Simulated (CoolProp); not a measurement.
Model: reference Helmholtz-energy equation of state, Platzer 1990, in CoolProp. This equation is an older, rougher fit; its heat capacities, sound speeds and derivatives of the liquid may be far off and weren't checked against measurements.

Give the vapour pressure (bar), vapour density (kg/m³), surface tension (mN/m) of saturated R13 at 162.4, 181.3, 185.1 K.


| T (K) | p (bar) | vapour density (kg/m³) | surface tension (mN/m) |
|---|---|---|---|
| 162.4 | 0.152 | 1.19 | 18.9 |
| 181.3 | 0.559 | 3.98 | 15.8 |
| 185.1 | 0.700 | 4.91 | 15.1 |

Surface tension comes from a separate correlation (Mulero 2012).
